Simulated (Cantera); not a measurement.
Silicon nitride deposition: SiH2Cl2 + N2 + H2

A closed system holds: 1 mol SiH2Cl2, 0.65 mol N2, 4 mol H2, held at 1175 K and 6.30e-5 bar.

Equilibrium computed with Cantera from the NASA thermochemical tables; the gas is ideal and each condensed phase is pure. Candidate condensed phases: NH4Cl, Si, Si3N4; 28 gas species. N2 is the only nitrogen source here; it is nearly inert below about 1500 K, so the nitride shown seldom forms there in practice. The tables' values for SiCl3 are old estimates; treat these amounts as uncertain. The numbers say what is thermodynamically allowed, not how fast it happens.

- x(H2) = 0.685
- x(HCl) = 0.282
- x(SiCl2) = 0.0179
- x(N2) = 0.0116
- x(SiCl3) = 0.00179
- x(SiCl4) = 0.00175
- x(SiHCl3) = 0.000100
- x(H) = 1.28e-5
- x(Cl) = 4.60e-6
- n(Si3N4(s)) = 0.290 mol
- gas amount = 6.054 mol
- log10 activity of Si(s) (absent) = -1.17
